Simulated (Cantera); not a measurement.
A Cantera script and what it prints.

```python
import numpy as np
import cantera as ct

gas_names = """
    Fe FeO Fe(OH)2 H HNO HNO2 HNO3 HO2 H2 H2O H2O2 H2S H2SO4 N NH NH2 NH3 NH2OH NO NO2 NO3 N2 N2H2 N2H4
    N2O O OH O2 O3 S SH SN SO SO2 SO3 S2 S2O S8
""".split()
cond_names = """
    Fe(a) Fe(c) Fe(d) Fe(L) FeO(s) FeO(L) Fe(OH)2(s) Fe(OH)3(s) FeS(a) FeS(b) FeS(c) FeS(L) FeSO4(s)
    FeS2(s) Fe2O3(s) Fe2S3O12(s) Fe3O4(s) H2O(s) H2O(L) H2SO4(L) S(cr1) S(cr2) S(L)
""".split()


# ... load() reads the species with a 1 bar reference pressure and builds the phases ...
atoms = {
    'FeS': {'Fe': 1, 'S': 1},
    'H2S': {'H': 2, 'S': 1},
    'N2': {'N': 2},
    'SO2': {'S': 1, 'O': 2},
}
top_T = {'FeSO4(s)': 950, 'FeS2(s)': 1010, 'Fe2O3(s)': 1830, 'Fe2S3O12(s)': 1100, 'Fe3O4(s)': 1870}  # K; cautious upper limits of use, not melting points


# ... equilibrate(T, P, feed) seeds the gas with the atoms and calls Mixture.equilibrate('TP', solver="vcs", rtol=1e-11, max_steps=5000) ...
results = []
feed = {'FeS': 1, 'H2S': 0.29, 'N2': 0.93, 'SO2': 0.3}  # mol
P = 97000  # Pa
for T in [823, 923, 1023, 1123, 1223, 1323, 1423, 1523, 1623, 1723]:
    mix = equilibrate(T, P, feed)
    results.append((T, P, feed, dict(zip(mix.species_names, mix.species_moles))))
    x = sorted(zip(gas.X, gas.species_names), reverse=True)
    print(f"T = {T:g} K  P = {P:g} Pa  gas = {mix.phase_moles(0):.4g} mol")
    print("   x: " + "  ".join(f"{s} {v:.3e}" for v, s in x if v > 0.0001))
    print("   condensed (mol): " + ("  ".join(f"{mix.phase(i).name} {mix.phase_moles(i):.4g}"
          for i in range(1, mix.n_phases) if mix.phase_moles(i) > 1e-12) or "none"))
```

Output:

```
T = 823 K  P = 97000 Pa  gas = 1.241 mol
   x: N2 7.497e-01  H2O 2.303e-01  SO2 1.620e-02  H2S 3.315e-03  S2 3.355e-04  H2 1.335e-04
   condensed (mol): FeS(c) 0.02402  FeS2(s) 0.7704  Fe3O4(s) 0.06851
T = 923 K  P = 97000 Pa  gas = 1.433 mol
   x: N2 6.490e-01  H2O 1.825e-01  SO2 1.174e-01  S2 2.980e-02  H2S 1.950e-02  S2O 1.477e-03  H2 3.432e-04
   condensed (mol): FeS(c) 0.6957  FeS2(s) 0.3043
T = 1023 K  P = 97000 Pa  gas = 1.579 mol
   x: N2 5.891e-01  H2O 1.502e-01  SO2 1.131e-01  S2 1.104e-01  H2S 3.256e-02  S2O 3.685e-03  H2 9.342e-04
   condensed (mol): FeS(c) 1
T = 1123 K  P = 97000 Pa  gas = 1.581 mol
   x: N2 5.882e-01  H2O 1.542e-01  S2 1.139e-01  SO2 1.108e-01  H2S 2.726e-02  S2O 3.588e-03  H2 1.977e-03
   condensed (mol): FeS(c) 1
T = 1223 K  P = 97000 Pa  gas = 1.583 mol
   x: N2 5.873e-01  H2O 1.562e-01  S2 1.163e-01  SO2 1.095e-01  H2S 2.322e-02  H2 3.676e-03  S2O 3.504e-03  SO 1.846e-04
   condensed (mol): FeS(c) 1
T = 1323 K  P = 97000 Pa  gas = 1.586 mol
   x: N2 5.864e-01  H2O 1.566e-01  S2 1.178e-01  SO2 1.089e-01  H2S 2.002e-02  H2 6.170e-03  S2O 3.430e-03  SO 4.556e-04  SH 1.968e-04
   condensed (mol): FeS(c) 1
T = 1423 K  P = 97000 Pa  gas = 1.589 mol
   x: N2 5.855e-01  H2O 1.554e-01  S2 1.185e-01  SO2 1.090e-01  H2S 1.740e-02  H2 9.534e-03  S2O 3.362e-03  SO 9.908e-04  SH 3.945e-04
   condensed (mol): FeS(c) 1
T = 1523 K  P = 97000 Pa  gas = 1.592 mol
   x: N2 5.843e-01  H2O 1.529e-01  S2 1.184e-01  SO2 1.094e-01  H2S 1.518e-02  H2 1.376e-02  S2O 3.296e-03  SO 1.946e-03  SH 7.154e-04
   condensed (mol): FeS(L) 1
T = 1623 K  P = 97000 Pa  gas = 1.595 mol
   x: N2 5.830e-01  H2O 1.492e-01  S2 1.176e-01  SO2 1.101e-01  H2 1.876e-02  H2S 1.327e-02  SO 3.516e-03  S2O 3.227e-03  SH 1.195e-03
   condensed (mol): FeS(L) 1
T = 1723 K  P = 97000 Pa  gas = 1.599 mol
   x: N2 5.815e-01  H2O 1.444e-01  S2 1.161e-01  SO2 1.109e-01  H2 2.440e-02  H2S 1.161e-02  SO 5.921e-03  S2O 3.151e-03  SH 1.861e-03  S 1.342e-04
   condensed (mol): FeS(L) 1
```

Equilibrium computed with Cantera from the NASA thermochemical tables; the gas is ideal and each condensed phase is pure. FeS: taken at fixed stoichiometry. Gases not in the tables: S3 to S7.
